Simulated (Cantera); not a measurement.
What does this Cantera script print?

```python
import numpy as np
import cantera as ct

gas_names = """
    Fe FeO Fe(OH)2 H HO2 H2 H2O H2O2 H2S H2SO4 O OH O2 O3 S SH SO SO2 SO3 S2 S2O S8
""".split()
cond_names = """
    Fe(a) Fe(c) Fe(d) Fe(L) FeO(s) FeO(L) Fe(OH)2(s) Fe(OH)3(s) FeS(a) FeS(b) FeS(c) FeS(L) FeSO4(s)
    FeS2(s) Fe2O3(s) Fe2S3O12(s) Fe3O4(s) H2O(s) H2O(L) H2SO4(L) S(cr1) S(cr2) S(L)
""".split()


# ... load() reads the species with a 1 bar reference pressure and builds the phases ...
atoms = {
    'FeS': {'Fe': 1, 'S': 1},
    'SO2': {'S': 1, 'O': 2},
    'H2O': {'H': 2, 'O': 1},
    'H2S': {'H': 2, 'S': 1},
}
top_T = {'FeSO4(s)': 950, 'FeS2(s)': 1010, 'Fe2O3(s)': 1830, 'Fe2S3O12(s)': 1100, 'Fe3O4(s)': 1870}  # K; cautious upper limits of use, not melting points


# ... equilibrate(T, P, feed) seeds the gas with the atoms and calls Mixture.equilibrate('TP', solver="vcs", rtol=1e-11, max_steps=5000) ...
results = []
T = 1025  # K
P = 1000  # Pa
for m in [0.37, 0.5, 0.66, 0.88, 1.2, 1.6, 2.1, 2.8, 3.7]:
    feed = {'FeS': 1, 'SO2': 0.064, 'H2O': 0.039, 'H2S': m}  # mol
    mix = equilibrate(T, P, feed)
    results.append((T, P, feed, dict(zip(mix.species_names, mix.species_moles))))

top = {s: max(r[3][s] / sum(r[3][g] for g in gas_names) for r in results) for s in gas_names}
cols = sorted((s for s in top if top[s] > 1e-05), key=lambda s: -top[s])[:6]
seen = [c for c in cond_names if any(r[3].get(c, 0) > 1e-12 for r in results)]
print("log10 of partial pressures in bar; condensed amounts in mol")
print(f"{'n(H2S)':>10s}" + "".join(f"{s[:9]:>10s}" for s in cols + seen))
for T, P, feed, n in results:
    ng = sum(n[g] for g in gas_names)
    print(f"{feed['H2S']:10.4g}" + "".join(f"{np.log10(max(n[s] / ng * P / 1e5, 1e-99)):10.3f}" for s in cols)
          + "".join(f"{n.get(c, 0):10.4g}" for c in seen))
```

Result:

```
log10 of partial pressures in bar; condensed amounts in mol
    n(H2S)       H2S       H2O        S2        H2       SO2       S2O    FeS(c)
      0.37    -2.415    -2.501    -2.657    -3.105    -4.994    -5.729         1
       0.5    -2.340    -2.604    -2.715    -3.001    -5.437    -5.994         1
      0.66    -2.291    -2.705    -2.764    -2.927    -5.810    -6.217         1
      0.88    -2.255    -2.815    -2.808    -2.869    -6.168    -6.430         1
       1.2    -2.228    -2.937    -2.849    -2.822    -6.528    -6.640         1
       1.6    -2.210    -3.054    -2.879    -2.789    -6.843    -6.820         1
       2.1    -2.198    -3.166    -2.903    -2.765    -7.127    -6.980         1
       2.8    -2.188    -3.286    -2.922    -2.745    -7.416    -7.139         1
       3.7    -2.181    -3.404    -2.937    -2.731    -7.687    -7.286         1
```

Method: chemical equilibrium by Gibbs-energy minimisation in Cantera with the NASA 1993 tables (ideal gas, pure condensed phases). FeS: taken at fixed stoichiometry. Gases not in the tables: S3 to S7.
